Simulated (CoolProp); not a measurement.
Carbon monoxide at 281.96 K and 0.923 MPa is compressed adiabatically to 2.92 MPa with isentropic efficiency 0.85. Each further row changes one setting.

The numbers come from the reference Helmholtz-energy equation of state, Lemmon 2006 in CoolProp. It is a short technical equation, of lower accuracy than the large ones.

| case | work (kJ/kg) | final temperature (K) | final density (kg/m³) |
|---|---|---|---|
| as stated | 135 | [?] | [?] |
| efficiency 1 | [?] | [?] | [?] |
| efficiency 0.65 | [?] | [?] | 21.6 |

### Question
Some entries are withheld; supply them.

### Answer

- as stated, final temperature (K): 411.5
- as stated, final density (kg/m³): 23.7
- efficiency 1, work (kJ/kg): 114
- efficiency 1, final temperature (K): 392.7
- efficiency 1, final density (kg/m³): 24.9
- efficiency 0.65, work (kJ/kg): 176
- efficiency 0.65, final temperature (K): 450.0
